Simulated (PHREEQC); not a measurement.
Consider water at 20 °C with 10.9 mmol/kgw AgNO3. Closed to the air; pH follows from the charge balance.

Equilibrium calculation in PHREEQC: ion-association model, wateq4f.dat.

Precipitation was switched off in this run.

**Question.** Predict the pH.

**Answer.** pH 6.90.
